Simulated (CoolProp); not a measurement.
Saturated liquid density (kg/m³) of dodecamethylpentasiloxane (MD3M): the reference equation beside estimates from Tc = 354.9 °C, pc = 954.0 kPa, ω = 0.730. Rackett uses Z = 0.29056 − 0.08775 ω.

Computed with CoolProp (reference Helmholtz-energy equation of state, Thol 2019).

```tsv
T (°C)	reference	Rackett	van der Waals	Redlich-Kwong	Soave-Redlich-Kwong	Peng-Robinson
122.45	774.2	949.1	424.3	622.3	680.5	765.8
134.95	761.4	932.6	418.1	611.4	671.3	756.0
147.55	748.3	915.6	411.6	599.9	661.5	745.4
160.05	735.0	898.3	404.8	588.1	651.1	734.2
172.55	721.5	880.6	397.9	575.7	640.0	722.1
185.05	707.6	862.3	390.6	562.8	628.1	709.2
197.65	693.2	843.3	383.0	549.2	615.2	695.2
210.15	678.4	823.8	375.2	535.1	601.5	680.2
222.65	663.1	803.6	366.9	520.2	586.7	663.9
235.15	647.2	782.5	358.2	504.5	570.7	646.1
```

Absolute difference from the reference over all 10 rows, mean and median: Rackett 21.9 and 22.0 %, van der Waals 44.9 and 44.8 %, Redlich-Kwong 20.5 and 20.3 %, Soave-Redlich-Kwong 11.5 and 11.5 %, Peng-Robinson 0.3 and 0.2 %.
